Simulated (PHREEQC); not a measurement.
A solution holds 9.7e-05 mol Ca(OH)2 per kg of water, at 25 °C. Closed to the air; pH follows from the charge balance.

Equilibrium calculation in PHREEQC: ion-association model, phreeqc.dat.

```csv
quantity,before,after
pH,10.27,10.96
CaOH+ (mol/kgw),2.84e-7,6.39e-6
```

Question: Name the change that produced these shifts.
(A) Ca(OH)2 replaced by Ca(NO3)2 at the same molality
(B) 3.2e-05 mol/kgw TMAH added
(C) Ca(OH)2 from 9.7e-05 to 0.000485 mol/kgw
(D) temperature from 25 to 15 °C
(E) Ca(OH)2 from 9.7e-05 to 0.00097 mol/kgw

Answer: C, Ca(OH)2 from 9.7e-05 to 0.000485 mol/kgw

No solid was allowed to form.
